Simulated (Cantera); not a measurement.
Cantera run, input and output.

```python
import numpy as np
import cantera as ct

gas = ct.Solution("gri30.yaml")
gas.TPX = 1875, 16, {'CH4': 1, 'N2': 7.5}
reactor = ct.IdealGasConstPressureReactor(gas, energy="off", clone=False)
net = ct.ReactorNet([reactor])
net.rtol, net.atol = 1e-08, 1e-18
show = ['CH4', 'HCN', 'C2H2', 'H', 'H2', 'CH2']
times = np.geomspace(2e-05, 4, 14)

steps = ct.SolutionArray(gas, extra=["t"])
rows = []
print(f"{'t/s':>10s}{'T/K':>9s}{'P/Pa':>11s}" + "".join(f"{s:>11s}" for s in show))
for t in times:
    while net.time < t:
        t_next = net.step()
        steps.append(gas.state, t=t_next)
    rows.append([np.interp(t, steps.t, y) for y in (steps.T, steps.P, *steps(*show).X.T)])
    print(f"{t:10.3e}{rows[-1][0]:9.1f}{rows[-1][1]:11.4g}" + "".join(f"{x:11.3e}" for x in rows[-1][2:]))
rate = np.gradient(steps.T, steps.t)
print("integrator steps:", len(steps.t))
if steps.T.max() > steps.T[0] + 200:
    print(f"time of steepest temperature rise: {steps.t[rate.argmax()]:.4e} s")
gas.TPX = 1875, 16, {'CH4': 1, 'N2': 7.5}
gas.equilibrate("TP")
print(f"equilibrium (TP): T = {gas.T:.1f} K  " + "  ".join(f"{s} {gas[s].X[0]:.3e}" for s in show))
```

Result:

```
       t/s      T/K       P/Pa        CH4        HCN       C2H2          H         H2        CH2
 2.000e-05   1875.0         16  1.176e-01  1.181e-20  7.486e-23  5.428e-08  4.756e-10  1.333e-16
 5.114e-05   1875.0         16  1.176e-01  1.915e-19  3.202e-21  1.369e-07  3.101e-09  1.094e-15
 1.308e-04   1875.0         16  1.176e-01  2.815e-18  1.234e-19  3.383e-07  1.972e-08  1.293e-14
 3.345e-04   1875.0         16  1.176e-01  3.661e-17  4.518e-18  7.941e-07  1.215e-07  2.272e-13
 8.553e-04   1875.0         16  1.176e-01  3.967e-16  1.682e-16  1.650e-06  6.910e-07  4.167e-12
 2.187e-03   1875.0         16  1.176e-01  3.720e-15  9.395e-15  2.674e-06  3.313e-06  6.123e-11
 5.593e-03   1875.0         16  1.176e-01  3.179e-14  8.753e-13  3.118e-06  1.219e-05  6.000e-10
 1.430e-02   1875.0         16  1.176e-01  2.507e-13  7.658e-11  3.150e-06  3.603e-05  4.025e-09
 3.658e-02   1875.0         16  1.174e-01  2.034e-12  4.846e-09  3.214e-06  9.756e-05  2.327e-08
 9.353e-02   1875.0         16  1.171e-01  2.135e-11  2.449e-07  3.677e-06  2.653e-04  1.332e-07
 2.392e-01   1875.0         16  1.160e-01  2.843e-10  1.101e-05  6.885e-06  8.823e-04  7.463e-07
 6.117e-01   1875.0         16  1.105e-01  8.260e-09  4.555e-04  3.069e-05  5.619e-03  3.655e-06
 1.564e+00   1875.0         16  7.688e-02  3.884e-07  1.122e-02  1.942e-04  4.613e-02  9.687e-06
 4.000e+00   1875.0         16  2.919e-02  3.782e-06  3.759e-02  4.860e-04  1.156e-01  7.758e-06
integrator steps: 581
equilibrium (TP): T = 1875.0 K  CH4 3.885e-08  HCN 7.117e-02  C2H2 1.642e-02  H 1.997e-02  H2 1.464e-01  CH2 1.724e-08
```

Detailed kinetics in Cantera: GRI-Mech 3.0 (53 species, 325 reactions). GRI-Mech 3.0 stops at C3 and has no aromatics, soot or wall deposition, so with more carbon than oxygen in the feed, carbon stays in small species such as C2H2 where larger ones or solid carbon would form. Radical loss at walls, strong at low pressure, is not modelled.
